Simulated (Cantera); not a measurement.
A closed system holds: 1 mol Si₃N₄, 0.0065 mol C, 0.92 mol H₂, held at 1727 °C and 27.0 mbar.

Equilibrium computed with Cantera from the NASA thermochemical tables; the gas is ideal and each condensed phase is pure. Candidate condensed phases: C, C₆H₆, C₇H₈, C₈H₁₈, Si, SiC, Si₃N₄; 105 gas species. Mutual solubility and eutectic melting of coexisting phases are not modelled. The tables' values for SiN are old estimates; treat these amounts as uncertain. Gases not in the tables: Si₂H₆ and higher silanes. Kinetics and transport are ignored.

Base state: N₂ 0.682, H₂ 0.311, H 0.00552, Si 0.00161, HCN 0.000372, SiH 0.000100, Si₂N 7.48e-5, SiN 5.70e-5 (mole fractions); condensed: Si(l) + SiC(s).

Question: What changes in the equilibrium state with this change: pressure from 27.0 mbar to 1 atm?

Answer: 
```
species         before    after
-------------  -------  -------
H₂               0.311    0.836
N₂               0.682    0.162
H              0.00552  0.00148
SiH₂           3.30e-5  8.87e-5
CH₄            6.06e-8  1.65e-5
Si             0.00161  4.30e-5
Si₂            1.67e-5  4.45e-7
Si₂C           4.42e-5  1.18e-6
Si₂N           7.48e-5  5.96e-6
Si(l), mol        2.99    0.262
SiC(s), mol    0.00521  0.00613
Si₃N₄(s), mol        0    0.911
```

Question: What changes in the equilibrium state with this change: pressure from 27.0 mbar to 0.133 bar?

Answer: 
```csv
species,before,after
N₂,0.682,0.684
H₂,0.311,0.313
H,0.00552,0.00249
Si,0.00161,0.000327
Si₂C,4.42e-5,8.95e-6
Si₂,1.67e-5,3.39e-6
SiN,5.70e-5,2.57e-5
Si₂N,7.48e-5,3.37e-5
SiH,0.000100,4.53e-5
"Si(l), mol",2.99,2.99
"SiC(s), mol",0.00521,0.00531
```
